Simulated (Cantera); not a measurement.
Feed: 1 mol MgSO4, 0.097 mol C, 13 mol O2, held at 1827 °C and 69.0 Pa.

These are equilibrium values from Cantera (NASA tables, ideal gas, pure condensed phases), not measurements of a reactor. Candidate condensed phases: C, Mg, MgCO3, MgO, MgS, MgSO4, S; 26 gas species. Kinetics and transport are ignored.

Base state: O2 0.875, SO2 0.0660, O 0.0495, CO2 0.00580, Mg 0.00207, SO 0.000946, CO 0.000692, MgO 0.000194 (mole fractions); condensed: MgO(s).

**Question.** What changes in the equilibrium state with this change: pressure from 69.0 Pa to 13.3 mbar?

**Answer.** 
```csv
species,before,after
O2,0.875,0.913
SO2,0.0660,0.0683
O,0.0495,0.0115
Mg,0.00207,2.38e-5
MgO,0.000194,1.01e-5
SO3,6.98e-6,3.24e-5
SO,0.000946,0.000218
"MgO(s), mol",0.966,1.000
```

**Question.** What changes in the equilibrium state with this change: temperature from 1827 °C to 925 °C?

**Answer.** 
```tsv
species	before	after
O2	0.875	0.924
SO2	0.0660	0.0685
CO2	0.00580	0.00669
O	0.0495	8.82e-7
Mg	0.00207	<1e-9
SO	0.000946	2.13e-9
MgO	0.000194	<1e-9
CO	0.000692	4.43e-9
MgO(s), mol	0.966	1.00
```
